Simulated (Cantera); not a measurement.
# Reactions in the system N-O-Zr

Standard-state values (1 bar) from the NASA 1993 polynomials, evaluated with Cantera. Values are per mole of reaction as written; species without (g) are pure solids or liquids, kept so even where they would boil at 1 bar. ZrN: taken at fixed stoichiometry.

3 ZrN + 4 O3(g) ⇌ 3 NO2(g) + 3 ZrO2

```tsv
T (K)	ΔH° (kJ)	ΔS° (J/K)	ΔG° (kJ)	log10 K
1898	-2648.9	-189.0	-2290.3	63.03
1973	-2652.8	-190.9	-2276.1	60.26
2048	-2657.1	-193.1	-2261.7	57.68
2123	-2662.1	-195.5	-2247.1	55.29
2198	-2667.7	-198.1	-2232.3	53.05
2273	-2673.9	-200.8	-2217.4	50.95
2348	-2680.7	-203.8	-2202.2	48.99
2423	-2688.1	-206.9	-2186.8	47.14
2498	-2696.0	-210.1	-2171.2	45.40
2573	-2704.6	-213.5	-2155.3	43.75
```
